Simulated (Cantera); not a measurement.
# FeS2 + O2 (roasting and sulfation)

Feed: 1 mol FeS2, 5.5 mol O2, at 1.20 bar.

Equilibrium computed with Cantera from the NASA thermochemical tables; the gas is ideal and each condensed phase is pure. Candidate condensed phases: Fe, FeO, FeS, FeSO4, FeS2, Fe2O3, Fe2(SO4)3, Fe3O4, S; 12 gas species. Equilibrium is a limit: real reactors are often held back by kinetics, nucleation or transport.

| T (K) | x O2 | x SO2 | x SO3 | x O | x SO | n Fe2(SO4)3(s) | n Fe2O3(s) |
|---|---|---|---|---|---|---|---|
| 725 | 0.778 | 0.00143 | 0.221 | <1e-12 | <1e-12 | 0.500 | 0 |
| 825 | 0.779 | 0.00992 | 0.211 | <1e-12 | <1e-12 | 0.500 | 0 |
| 925 | 0.782 | 0.0393 | 0.179 | 1.08e-11 | <1e-12 | 0.500 | 0 |
| 1025 | 0.527 | 0.227 | 0.245 | 2.19e-10 | 1.33e-12 | 0 | 0.500 |
| 1125 | 0.552 | 0.320 | 0.128 | 3.13e-9 | 4.29e-11 | 0 | 0.500 |
| 1225 | 0.565 | 0.370 | 0.0643 | 2.89e-8 | 6.87e-10 | 0 | 0.500 |
| 1325 | 0.572 | 0.394 | 0.0337 | 1.90e-7 | 6.83e-9 | 0 | 0.500 |
| 1425 | 0.575 | 0.406 | 0.0189 | 9.61e-7 | 4.80e-8 | 0 | 0.500 |
x: gas mole fraction; n: condensed amount in mol.

From 725 K to 925 K the condensed part is Fe2(SO4)3(s). From 1025 K to 1425 K the condensed part is Fe2O3(s).
